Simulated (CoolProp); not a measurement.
Vapour-liquid equilibrium of R125 (1) + propylene (2) at 0.642 MPa; x and y are mole fractions of (1).

Computed with CoolProp (multi-fluid Helmholtz-energy mixture model, Lemmon 2005 and Lemmon 2013; pair parameters Bell 2016).

Give the bubble temperature and the first vapour's composition at x = 0.05, 0.5, 0.8. Is there an azeotrope?

x = 0.05: 273.6 K, y = 0.112; x = 0.5: 266.0 K, y = 0.524; x = 0.8: 267.3 K, y = 0.729. y crosses x between x = 0.5 and 0.65: the model has an azeotrope there.

The pair parameters rest on a limited set of measurements; away from them the model extrapolates.
